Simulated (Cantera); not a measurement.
An isothermal, constant-pressure homogeneous reactor starts with CO : O₂ : H₂O : N₂ = 0.0093 : 0.0027 : 0.0024 : 1 (molar parts), equivalence ratio 1.7, at 1150 K and 3750 Torr.

Computed with Cantera and GRI-Mech 3.0 (53 species, 325 reactions).

x: mole fraction; the columns are a selection and need not sum to one.

```csv
t (s),x CO,x O₂,x H₂O,x H,x H₂
3.00e-5,0.00917,0.00266,0.00237,1.48e-12,<1e-12
0.000155,0.00917,0.00266,0.00237,2.46e-11,2.29e-12
0.000804,0.00917,0.00266,0.00237,2.32e-10,1.15e-10
0.00416,0.00917,0.00266,0.00237,2.16e-8,[?]
0.0215,0.00838,0.00228,0.00233,1.01e-6,[?]
0.111,0.00352,7.12e-7,0.00204,4.58e-6,[?]
0.577,0.00339,2.86e-9,0.00190,2.28e-7,[?]
2.99,0.00333,1.09e-10,0.00185,3.89e-8,0.000520
15.5,0.00330,4.44e-12,0.00181,7.10e-9,0.000557
80.0,0.00327,<1e-12,0.00179,1.32e-9,0.000585
```

Question: Fill in the missing entries.

Answer: 
- 0.00416, x H₂: 2.84e-8
- 0.0215, x H₂: 3.22e-5
- 0.111, x H₂: 0.000331
- 0.577, x H₂: 0.000470
